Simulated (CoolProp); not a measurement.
Propylene along the isotherm 214.5 K: density (kg/m³) from the reference equation and from simpler models built on Tc = 364.2 K, pc = 4555 kPa, ω = 0.146; each cubic takes its own stable root.

The numbers come from the reference Helmholtz-energy equation of state, Lemmon 2013 in CoolProp.

```
p (kPa)   phase  reference
-------  ------  ---------
190      liquid      623.7
380      liquid      623.9
569      liquid      624.0
759      liquid      624.2
949      liquid      624.4
1140     liquid      624.6
1330     liquid      624.8
1520     liquid      625.0
1710     liquid      625.2
1900     liquid      625.4
2090     liquid      625.6
2280     liquid      625.7
```

Q: How far does each simpler model (van der Waals, Redlich-Kwong, Soave-Redlich-Kwong) lie from the reference over these 12 states: mean and median of the absolute difference, and the worst?

A: 
- van der Waals: mean 42.0 %, median 36.8 %, worst -99.2 % at 214.5 K and 190 kPa
- Redlich-Kwong: mean 7.0 %, median 7.0 %, worst -7.1 % at 214.5 K and 190 kPa
- Soave-Redlich-Kwong: mean 5.9 %, median 5.9 %, worst -6.0 % at 214.5 K and 190 kPa

At some of these states van der Waals gives the other phase, because its saturation line lies elsewhere.
